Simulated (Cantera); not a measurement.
A Cantera script and what it prints.

```python
import numpy as np
import cantera as ct

gas_names = [...]  # 110 gases of nasa_gas.yaml made of C, H, O
cond_names = """
    C(gr) C6H6(L) C7H8(L) C8H18(L),n-octa H2O(s) H2O(L)
""".split()


# ... load() reads the species with a 1 bar reference pressure and builds the phases ...
atoms = {
    'C2H5OH': {'C': 2, 'H': 6, 'O': 1},
    'O2': {'O': 2},
    'H2': {'H': 2},
}
top_T = {'C(gr)': 4500}  # K; cautious upper limits of use, not melting points


# ... equilibrate(T, P, feed) seeds the gas with the atoms and calls Mixture.equilibrate('TP', solver="vcs", rtol=1e-11, max_steps=5000) ...
results = []
feed = {'C2H5OH': 1, 'O2': 1.1, 'H2': 15}  # mol
T = 2123.15  # K
for P in [10, 100, 1000, 10000, 100000, 1000000, 10000000]:
    mix = equilibrate(T, P, feed)
    results.append((T, P, feed, dict(zip(mix.species_names, mix.species_moles))))
    x = sorted(zip(gas.X, gas.species_names), reverse=True)
    print(f"T = {T:g} K  P = {P:g} Pa  gas = {mix.phase_moles(0):.4g} mol")
    print("   x: " + "  ".join(f"{s} {v:.3e}" for v, s in x if v > 0.001))
    print("   condensed (mol): " + ("  ".join(f"{mix.phase(i).name} {mix.phase_moles(i):.4g}"
          for i in range(1, mix.n_phases) if mix.phase_moles(i) > 1e-12) or "none"))
```

Output:

```
T = 2123.15 K  P = 10 Pa  gas = 23.26 mol
   x: H2 5.883e-01  H 2.754e-01  CO 8.467e-02  H2O 4.661e-02  OH 2.699e-03  CO2 1.336e-03
   condensed (mol): none
T = 2123.15 K  P = 100 Pa  gas = 21.05 mol
   x: H2 7.509e-01  H 9.840e-02  CO 9.367e-02  H2O 5.468e-02  CO2 1.358e-03
   condensed (mol): none
T = 2123.15 K  P = 1000 Pa  gas = 20.33 mol
   x: H2 8.116e-01  CO 9.700e-02  H2O 5.736e-02  H 3.235e-02  CO2 1.365e-03
   condensed (mol): none
T = 2123.15 K  P = 10000 Pa  gas = 20.11 mol
   x: H2 8.318e-01  CO 9.811e-02  H2O 5.823e-02  H 1.036e-02  CO2 1.368e-03
   condensed (mol): none
T = 2123.15 K  P = 100000 Pa  gas = 20.03 mol
   x: H2 8.383e-01  CO 9.847e-02  H2O 5.850e-02  H 3.288e-03  CO2 1.368e-03
   condensed (mol): none
T = 2123.15 K  P = 1e+06 Pa  gas = 20.01 mol
   x: H2 8.404e-01  CO 9.858e-02  H2O 5.859e-02  CO2 1.369e-03  H 1.041e-03
   condensed (mol): none
T = 2123.15 K  P = 1e+07 Pa  gas = 19.99 mol
   x: H2 8.408e-01  CO 9.842e-02  H2O 5.887e-02  CO2 1.372e-03
   condensed (mol): none
```

Method: chemical equilibrium by Gibbs-energy minimisation in Cantera with the NASA 1993 tables (ideal gas, pure condensed phases). The ideal-gas law is rough above about 30 bar.
